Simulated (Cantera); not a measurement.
Feed: 1 mol Si, a varied amount of HF, 72 mol H2, equilibrated at 1050 K and 0.570 Torr.

These are equilibrium values from Cantera (NASA tables, ideal gas, pure condensed phases), not measurements of a reactor. Candidate condensed phases: Si; 25 gas species. The numbers say what is thermodynamically allowed, not how fast it happens.

Problem. At 5.7 mol HF, list the 3 most abundant gas species with their mole fractions, and the condensed phases.

Solution. H2 0.965, HF 0.0222, SiF4 0.0130. Condensed: gas only.
